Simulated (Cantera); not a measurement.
Feed: 1 mol Pb, 20 mol CO, 1.5 mol H2, at 0.0300 bar.

Equilibrium computed with Cantera from the NASA thermochemical tables; the gas is ideal and each condensed phase is pure. Candidate condensed phases: C, C6H6, C7H8, C8H18, H2O, Pb, PbO, PbO2, Pb3O4; 113 gas species. Rates play no part.

Over these rows the condensed part is C(graphite) + Pb(l). Partial pressures as log10 of bar:

```
T (K)  1000/T (1/K)  log p H2O  log p CO  log p H2
-----  ------------  ---------  --------  --------
925          1.0811      -4.08     -1.59     -2.67
975          1.0256          ?     -1.57     -2.68
1025         0.9756      -4.81     -1.56     -2.68
1075         0.9302      -5.14     -1.56     -2.68
1125         0.8889      -5.43     -1.56     -2.68
1175         0.8511      -5.71     -1.56     -2.69
```

**Question.** Fit log p(H2O) = a + b·(1000/T) to the five rows, give the apparent enthalpy, and predict the row at 975 K.

**Answer.** Means: 1000/T = 0.9454, log p = -5.034. Sxy = 0.223955, Sxx = 0.0316423, so b = 7.08 and a = -5.034 − (7.08)×0.9454 = -11.73.
Apparent enthalpy: −19.145 × (7.08) = -136 kJ/mol. With the condensed phases at unit activity, CO(g) + H2(g) = H2O(g) + C(graphite) links this pressure to the main gases: over the six rows their terms move log p by +0.01 in all, so the slope is close to that reaction's ΔH°. The five rows lie within 0.01 of the line.
Prediction at 975 K: -11.73 + (7.08)×1.0256 = -4.47. The computed value is -4.46, 0.01 from the line.
